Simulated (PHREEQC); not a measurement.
## Alkaline etch or developer (model solution)

Solution (25 °C): 0.0067 mol KOH and 4e-05 mol H4SiO4 per kg of water. Closed to the air; pH follows from the charge balance.

The numbers come from PHREEQC with the ion-association model, phreeqc.dat.

Each row changes one thing in this solution. Precipitation was switched off in this run.

```tsv
case	pH	ionic strength (mol/kgw)	H3SiO4- (mol/kgw)	H4SiO4 (mol/kgw)	SI of Quartz (SiO2)
as made	11.78	0.00670	3.76e-5	3.88e-7	-2.43
H4SiO4 from 4e-05 to 4.4e-05 mol/kgw	11.78	0.00670	4.14e-5	4.27e-7	-2.39
H4SiO4 replaced by K2SiO3 at the same molality	11.79	?	3.76e-5	3.83e-7	-2.44
temperature from 25 to 75 °C	10.47	0.00670	3.68e-5	2.12e-6	-2.32
diluted 10-fold with water	10.81	0.000670	3.61e-6	3.72e-7	-2.45
KOH left out	6.90	1.27e-7	4.66e-8	4.00e-5	-0.42
temperature from 25 to 85 °C	10.28	0.00670	3.63e-5	2.74e-6	-2.32
KOH from 0.0067 to 0.00134 mol/kgw	11.09	0.00134	3.77e-5	?	?
temperature from 25 to 45 °C	11.18	0.00670	3.76e-5	?	-2.37
```

Question: Fill in the missing entries.

Answer: 
- H4SiO4 replaced by K2SiO3 at the same molality, ionic strength (mol/kgw): 0.00678
- KOH from 0.0067 to 0.00134 mol/kgw, H4SiO4 (mol/kgw): 1.99e-6
- KOH from 0.0067 to 0.00134 mol/kgw, SI of Quartz (SiO2): -1.72
- temperature from 25 to 45 °C, H4SiO4 (mol/kgw): 8.35e-7

At this temperature some constants are extrapolated from 25 °C, and those without enthalpy data are left unchanged.
